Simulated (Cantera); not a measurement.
A perfectly stirred reactor is fed with NH3 : N2 = 1 : 0.12 (molar parts), at 5000 Pa; it is held at 1900 K, and followed from long to short residence time.

Detailed kinetics in Cantera: the gas-phase N/H chemistry of the illustrative SiF4/NH3 mechanism in the Surface Chemkin manual (1991). Walls and surfaces, which speed up NH3 decomposition in real reactors, are not modelled.

x: mole fraction; the columns are a selection and need not sum to one.

| τ (s) | x NH3 | x N2 | x NH2 | x N2H4 | x N | x NH | x N2H2 |
|---|---|---|---|---|---|---|---|
| 1.6 | 0.346 | 0.220 | 0.000444 | 1.07e-8 | 4.52e-7 | 7.48e-6 | … |
| 0.96 | 0.454 | 0.198 | 0.000534 | 1.56e-8 | 4.22e-7 | 7.98e-6 | … |
| 0.58 | 0.562 | 0.176 | 0.000619 | 2.09e-8 | 3.80e-7 | 8.24e-6 | … |
| 0.34 | 0.663 | 0.155 | 0.000697 | 2.65e-8 | 3.23e-7 | 8.23e-6 | … |
| 0.21 | 0.736 | 0.139 | 0.000757 | 3.12e-8 | 2.63e-7 | 7.96e-6 | … |
| 0.12 | 0.796 | 0.127 | 0.000812 | 3.59e-8 | 1.89e-7 | 7.40e-6 | 5.70e-6 |
| 0.074 | 0.831 | 0.120 | 0.000848 | 3.92e-8 | 1.31e-7 | 6.80e-6 | 6.05e-6 |
| 0.044 | 0.856 | 0.115 | 0.000873 | 4.16e-8 | 8.20e-8 | 6.13e-6 | 6.19e-6 |
| 0.027 | 0.870 | 0.112 | 0.000882 | 4.24e-8 | 5.03e-8 | 5.53e-6 | 6.12e-6 |
| 0.016 | 0.880 | 0.110 | 0.000871 | 4.14e-8 | 2.88e-8 | 4.94e-6 | 5.82e-6 |
| 0.0096 | 0.885 | 0.108 | 0.000835 | 3.80e-8 | 1.62e-8 | 4.36e-6 | … |

Question: What belongs in the gaps?

Answer: 
- 1.6, x N2H2: 1.71e-6
- 0.96, x N2H2: 2.47e-6
- 0.58, x N2H2: 3.35e-6
- 0.34, x N2H2: 4.30e-6
- 0.21, x N2H2: 5.05e-6
- 0.0096, x N2H2: 5.24e-6
